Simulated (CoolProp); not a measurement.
Vapour-liquid equilibrium of cyclopentane (1) + ethanol (2) at 133.55 °C; x and y are mole fractions of (1).

Values from CoolProp's multi-fluid Helmholtz-energy mixture model, Gedanitz 2015 and Schroeder 2014; pair parameters Bell 2016.

### Question
Give the bubble pressure and the first vapour's composition at x = 0.15, 0.35, 0.95. Is there an azeotrope?

### Answer
x = 0.15: 0.8810 MPa, y = 0.366; x = 0.35: 1.132 MPa, y = 0.582; x = 0.95: 1.007 MPa, y = 0.840. y crosses x between x = 0.55 and 0.65: the model has an azeotrope there.

Pair parameters are fitted to limited data, so mixtures are less certain than the pure fluids. With so large a gap from Raoult's law the liquid may split in two, which this calculation doesn't test in full.
